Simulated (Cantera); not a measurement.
Fluorocarbon and chlorocarbon gases: c-C₄F₈ + F₂

Charge: 1 mol c-C₄F₈, 0.046 mol F₂, equilibrated at 1330 Pa.

These are equilibrium values from Cantera (NASA tables, ideal gas, pure condensed phases), not measurements of a reactor. Candidate condensed phases: C; 13 gas species. The feed counts by its element totals alone. Kinetics and transport are ignored.

| T (K) | log p F | log p CF | log p C₃ | log p C | log p CF₂ | log p C₂ | n C(graphite) |
|---|---|---|---|---|---|---|---|
| 3075 | -1.98 | -2.85 | -3.17 | -3.99 | -3.33 | -4.15 | 1.33 |
| 3125 | -2.00 | -2.83 | -2.95 | -3.80 | -3.47 | -3.93 | 0.200 |
| 3175 | -2.00 | -2.84 | -2.92 | -3.67 | -3.63 | -3.84 | 0 |
| 3225 | -1.99 | -2.87 | -2.92 | -3.56 | -3.78 | -3.77 | 0 |
| 3275 | -1.99 | -2.90 | -2.93 | -3.45 | -3.94 | -3.70 | 0 |
| 3325 | -1.99 | -2.93 | -2.94 | -3.35 | -4.09 | -3.64 | 0 |
| 3375 | -1.99 | -2.96 | -2.95 | -3.25 | -4.24 | -3.59 | 0 |
| 3425 | -1.99 | -2.99 | -2.97 | -3.15 | -4.40 | -3.54 | 0 |
| 3475 | -1.99 | -3.03 | -3.00 | -3.06 | -4.55 | -3.49 | 0 |
log p: log10 of the partial pressure in bar; n: condensed amount in mol.

From 3075 K to 3125 K the condensed part is C(graphite). From 3175 K to 3475 K nothing is condensed. The main C-bearing gas is C₃ throughout.
